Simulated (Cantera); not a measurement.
A perfectly stirred reactor is fed with CH4 : H2O : H2 = 1 : 1.8 : 0.79 (molar parts), at 5.00 bar; it is held at 1775 K, and followed from long to short residence time.

Computed with Cantera and GRI-Mech 3.0 (53 species, 325 reactions).

Task: What does this change do: temperature 1775 to 2125 K?

Result: 
```
quantity                 before     after
----------------------  -------  --------
x(CH4) at τ = 1.20 s     0.0203  0.000523
x(H2O) at τ = 1.20 s      0.179     0.137
x(H2) at τ = 1.20 s       0.640     0.683
x(C2H6) at τ = 1.20 s   4.61e-6   5.24e-9
x(CO) at τ = 1.20 s       0.141     0.172
x(CH4) at τ = 43.0 ms    0.0604   0.00627
x(H2O) at τ = 43.0 ms     0.330     0.154
x(H2) at τ = 43.0 ms      0.501     0.666
x(C2H6) at τ = 43.0 ms  4.07e-5   7.66e-7
x(CO) at τ = 43.0 ms     0.0489     0.160
```
